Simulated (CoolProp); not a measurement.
A Linde-Hampson liquefier for nitrogen: isothermal reversible compression at 300 K from 1 atm to 10 MPa, throttling to 1 atm, return gas leaving the recuperator 10 K below the feed. Each further row changes one setting.

Computed with CoolProp (reference Helmholtz-energy equation of state, Span 2000).

```json
[
 {"case": "as stated", "liquid yield per pass": "0.021", "compression work (kJ/kg of gas)": "408"},
 {"case": "high pressure 20 MPa", "liquid yield per pass": "0.051", "compression work (kJ/kg of gas)": "472"},
 {"case": "warm-end temperature 330 K", "liquid yield per pass": "0.011", "compression work (kJ/kg of gas)": "451"},
 {"case": "warm-end gap 15 K", "liquid yield per pass": "0.009", "compression work (kJ/kg of gas)": "408"}
]
```
